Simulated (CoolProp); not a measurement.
R1336mzz(Z) along the isotherm 500 K: Z from the reference equation and from simpler models built on Tc = 444.5 K, pc = 29.04 bar, ω = 0.386; each cubic takes its own stable root.

Values from CoolProp's reference Helmholtz-energy equation of state, McLinden 2020.

```csv
p (bar),phase,reference,van der Waals,Peng-Robinson
0.459,gas,0.9964,0.9965,0.9960
0.674,gas,0.9947,0.9948,0.9941
0.989,gas,0.9922,0.9924,0.9914
1.45,gas,0.9885,0.9888,0.9873
2.13,gas,0.9831,0.9835,0.9814
3.13,gas,0.9750,0.9756,0.9726
4.59,gas,0.9631,0.9639,0.9597
6.74,gas,0.9454,0.9462,0.9405
9.89,gas,0.9188,0.9194,0.9122
14.5,gas,0.8785,0.8778,0.8700
21.3,gas,0.8158,0.8099,0.8062
31.3,supercritical,0.7163,0.6887,0.7098
45.9,supercritical,0.5622,0.4786,0.5776
67.4,supercritical,0.4502,0.5080,0.5023
98.9,supercritical,0.5087,0.6491,0.5545
145,supercritical,0.6497,0.8649,0.6830
```
